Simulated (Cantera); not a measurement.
Input: 1 mol Fe(CO)5, 0.49 mol CO, 4.1 mol N2, at 1.33 mbar.

These are equilibrium values from Cantera (NASA tables, ideal gas, pure condensed phases), not measurements of a reactor. Candidate condensed phases: C, Fe, Fe(CO)5, FeO, Fe2O3, Fe3O4; 27 gas species. Condensed phases not in the tables: cementite and carbon dissolved in iron. The numbers say what is thermodynamically allowed, not how fast it happens. All values below are at 898 K.

Base state: CO 0.569, N2 0.429, CO2 0.00254 (mole fractions); condensed: C(graphite) + Fe(α).

### Question
What changes in the equilibrium state with this change: N2 from 4.1 to 0.14 mol?

### Answer
```json
[
 {"species": "CO", "before": "0.569", "after": "0.968"},
 {"species": "N2", "before": "0.429", "after": "0.0250"},
 {"species": "CO2", "before": "0.00254", "after": "0.00733"},
 {"species": "C(graphite), mol", "before": "0.0242", "after": "0.0410"},
 {"species": "Fe(α), mol", "before": "1.00", "after": "1.00"}
]
```
